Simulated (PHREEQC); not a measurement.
A column of 0.5 m (40 cells, dispersivity 0.018 m, 3600 s a shift, diffusion coefficient 3e-10 m²/s) holds 0.0038 eq of the database's cation exchanger X per kg of pore water, first in equilibrium with 5.2 mmol/kgw MgCl2 and 0.01 mmol/kgw HCl. It is flushed with 0.0005 mol BaCl2, 0.0013 mol PbCl2 and 1e-05 mol HCl per kg of water, at 25 °C. Values are for the last cell. No CO2 enters from the air. Nothing may precipitate in this run.

Base run: PHREEQC, ion-association model, phreeqc.dat. Each further column changes one thing. The table gives Mg in solution (mol/kgw).

```csv
pore volumes,base,exchange capacity from 0.0038 to 0.0019 eq/kgw,dispersivity from 0.018 to 0.036 m
0,0.00520,0.00520,0.00520
0.7625,0.00456,0.00454,0.00421
1.363,0.00210,0.00158,0.00217
2.112,0.000698,9.50e-5,0.000786
2.862,3.84e-5,2.55e-6,0.000142
3.612,1.68e-6,5.61e-8,2.22e-5
4.213,1.32e-7,2.48e-9,4.95e-6
4.963,5.30e-9,4.79e-11,7.57e-7
```
